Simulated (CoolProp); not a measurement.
C3F8 (R218) at 229.69 K and 0.0515 MPa is compressed adiabatically to 0.174 MPa with isentropic efficiency 0.85. Each further row changes one setting.

The numbers come from the reference Helmholtz-energy equation of state, Lemmon 2006 in CoolProp. It is a short technical equation, of lower accuracy than the large ones.

| case | work (kJ/kg) | final temperature (K) | final density (kg/m³) |
|---|---|---|---|
| as stated | 14.5 | 253.3 | ___ |
| efficiency 1 | ___ | ___ | ___ |
| efficiency 0.65 | ___ | ___ | ___ |

### Question
Fill in the missing entries.

### Answer

- as stated, final density (kg/m³): 16.7
- efficiency 1, work (kJ/kg): 12.3
- efficiency 1, final temperature (K): 250.4
- efficiency 1, final density (kg/m³): 17.0
- efficiency 0.65, work (kJ/kg): 18.9
- efficiency 0.65, final temperature (K): 259.1
- efficiency 0.65, final density (kg/m³): 16.2
